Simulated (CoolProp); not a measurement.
C2F6 (R116) along the isobar 302 kPa: density (kg/m³) from the reference equation and from simpler models built on Tc = 19.9 °C, pc = 3048 kPa, ω = 0.257; each cubic takes its own stable root.

Values from CoolProp's reference Helmholtz-energy equation of state, Lemmon 2006. It is a short technical equation, of lower accuracy than the large ones.

```csv
T (°C),phase,reference
5.85,gas,18.72
12.75,gas,18.20
19.65,gas,17.72
26.55,gas,17.27
33.45,gas,16.83
40.35,gas,16.43
47.25,gas,16.04
54.15,gas,15.67
61.15,gas,15.32
68.05,gas,14.99
74.95,gas,14.67
```

### Question
How far does each simpler model (ideal gas, van der Waals, Redlich-Kwong, Soave-Redlich-Kwong, Peng-Robinson) lie from the reference over these 11 states: mean and median of the absolute difference, and the worst?

### Answer
- ideal gas: mean 2.8 %, median 2.7 %, worst -4.0 % at 5.85 °C and 302 kPa
- van der Waals: mean 0.2 %, median 0.1 %, worst -0.6 % at 5.85 °C and 302 kPa
- Redlich-Kwong: mean 0.1 %, median 0.2 %, worst +0.2 % at 74.95 °C and 302 kPa
- Soave-Redlich-Kwong: mean 0.1 %, median 0.1 %, worst +0.1 % at 12.75 °C and 302 kPa
- Peng-Robinson: mean 0.4 %, median 0.4 %, worst +0.5 % at 5.85 °C and 302 kPa
